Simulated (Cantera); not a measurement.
An isothermal, constant-pressure homogeneous reactor starts with 70.9 % NH₃, 29.1 % N₂, at 2223 K and 28000 Pa.

Computed with Cantera and the gas-phase N/H chemistry of the illustrative SiF4/NH3 mechanism in the Surface Chemkin manual (1991). Walls and surfaces, which speed up NH3 decomposition in real reactors, are not modelled.

x: mole fraction; the columns are a selection and need not sum to one.

```
t (s)       x NH₃     x NH     x H₂    x N₂H₂      x N       x H
--------  -------  -------  -------  --------  -------  --------
0.000200    0.698  3.41e-5  0.00788   1.47e-5  2.45e-7   1.89e-5
0.000649    0.669  4.16e-5   0.0327   1.43e-5  8.09e-7   5.60e-5
0.00211     0.588  5.01e-5    0.104         …  2.05e-6  0.000154
0.00684     0.401  5.22e-5    0.268         …  3.43e-6  0.000404
0.0222      0.143  4.05e-5    0.495         …  4.27e-6   0.00100
0.0721    0.00717  1.64e-5    0.613         …  5.02e-6   0.00340
0.234     2.63e-5  4.79e-7    0.615  1.93e-11  4.16e-7   0.00955
0.759     4.93e-6  8.98e-8    0.615  1.30e-12  7.80e-8   0.00955
2.46      1.66e-6  3.03e-8    0.615    <1e-12  2.63e-8   0.00955
8.00      1.20e-6  2.18e-8    0.615    <1e-12  1.89e-8   0.00955
```

Question: Complete the blanks.

Answer: 
- 0.00211, x N₂H₂: 1.15e-5
- 0.00684, x N₂H₂: 6.66e-6
- 0.0222, x N₂H₂: 1.90e-6
- 0.0721, x N₂H₂: 7.92e-8
